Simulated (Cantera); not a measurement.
Cantera run, input and output.

```python
import numpy as np
import cantera as ct

gas = ct.Solution("gri30.yaml")


def delay(T, t_max=10):
    gas.TPX = T, 110000, {'CH4': 1, 'CO': 0.045, 'O2': 1.44, 'N2': 5.43, 'H2O': 0.27}
    reactor = ct.IdealGasConstPressureReactor(gas, clone=False)
    net = ct.ReactorNet([reactor])
    net.rtol, net.atol = 1e-8, 1e-16
    while net.time < t_max:
        t_old, T_old = net.time, reactor.T
        net.step()
        if reactor.T > T + 400:  # ignition: a rise of 400 K
            return t_old + (T + 400 - T_old) / (reactor.T - T_old) * (net.time - t_old)
    return np.nan


taus = []
for T in [1198, 1248, 1298, 1348, 1398, 1448, 1498, 1548, 1598, 1648]:
    taus.append(delay(T))
    print(f"T0 = {T:6g} K   tau = {taus[-1]:.4e} s")
```

It prints:

```
T0 =   1198 K   tau = 5.9879e-02 s
T0 =   1248 K   tau = 2.9805e-02 s
T0 =   1298 K   tau = 1.5311e-02 s
T0 =   1348 K   tau = 8.0936e-03 s
T0 =   1398 K   tau = 4.3978e-03 s
T0 =   1448 K   tau = 2.4591e-03 s
T0 =   1498 K   tau = 1.4187e-03 s
T0 =   1548 K   tau = 8.4704e-04 s
T0 =   1598 K   tau = 5.2446e-04 s
T0 =   1648 K   tau = 3.3695e-04 s
```

Model: GRI-Mech 3.0 (53 species, 325 reactions), integrated in Cantera.
